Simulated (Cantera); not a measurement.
# NO annealing gas

An isothermal, constant-pressure homogeneous reactor starts with NO : N2 = 1 : 0.89 (molar parts), at 2025 K and 760 Torr.

Cantera simulation using GRI-Mech 3.0 (53 species, 325 reactions); the numbers are that mechanism's predictions, not measurements.

```
t (s)        x NO   x N2     x NO2      x O2     x N2O       x O
--------  -------  -----  --------  --------  --------  --------
7.00e-6     0.529  0.471   3.74e-7   8.13e-9   2.73e-6   2.41e-6
2.20e-5     0.529  0.471   2.85e-6   7.07e-8   8.39e-6   6.07e-6
6.89e-5     0.529  0.471   1.58e-5   6.21e-7   2.47e-5   1.37e-5
0.000216    0.529  0.471   6.34e-5   7.86e-6   6.35e-5   3.52e-5
0.000678    0.528  0.471  0.000158  0.000120  0.000117   7.53e-5
0.00213     0.527  0.472  0.000186  0.000763  0.000133   8.72e-5
0.00668     0.523  0.474  0.000202   0.00286  0.000131   9.48e-5
0.0210      0.510  0.481  0.000244   0.00942  0.000123  0.000115
0.0658      0.470  0.500  0.000324    0.0293  0.000103  0.000161
0.206       0.363  0.554  0.000388    0.0823   6.00e-5  0.000244
0.647       0.176  0.647  0.000269     0.176   1.38e-5  0.000343
2.03       0.0381  0.716   6.86e-5     0.245   1.05e-6  0.000401
6.37       0.0101  0.730   1.86e-5     0.259   4.89e-7  0.000412
20.0      0.00882  0.731   1.63e-5     0.260   4.80e-7  0.000412
```
x: mole fraction; the columns are a selection and need not sum to one.

Equilibrium at this temperature and pressure: NO 0.00882, N2 0.731, NO2 1.63e-5, O2 0.260, N2O 4.80e-7, O 0.000412 (gas phase only).
